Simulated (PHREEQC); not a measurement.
Consider water at 25 °C with 0.68 mol HCl, 0.00027 mol Li2SO4, 0.00091 mol Fe2(SO4)3 and 0.098 mol NaOH per kg of water. It is in equilibrium with CO2 at log p = -2 (atm). Otherwise closed; pH follows from the charge balance.

All values are PHREEQC results (ion-association model, phreeqc.dat), not measurements.

| Item | Value |
|---|---|
| pH | 0.36 |
| ionic strength | 0.683 mol/kgw |
| activity of water | 0.977 |
| specific conductance | 176000 µS/cm |
| density | 1.011 g/cm³ |
| total alkalinity | -586 meq/kg |

| species | molality | activity | log γ |
|---|---|---|---|
| Cl- | 0.678 | 0.427 | -0.201 |
| H+ | 0.579 | 0.437 | -0.122 |
| Na+ | 0.0980 | 0.0703 | -0.144 |
| HSO4- | 0.00267 | 0.00200 | -0.126 |
| FeCl+2 | 0.00101 | 0.000195 | -0.715 |
| FeCl2+ | 0.000561 | 0.000372 | -0.179 |
| Li+ | 0.000540 | 0.000373 | -0.160 |
| CO2 | 0.000291 | 0.000340 | 0.068 |
| SO4-2 | 0.000260 | 4.71e-5 | -0.743 |
| Fe+3 | 0.000191 | 1.51e-5 | -1.102 |
| FeHSO4+2 | 2.92e-5 | 9.13e-6 | -0.505 |
| NaSO4- | 2.46e-5 | 1.66e-5 | -0.171 |

No solid was allowed to form.
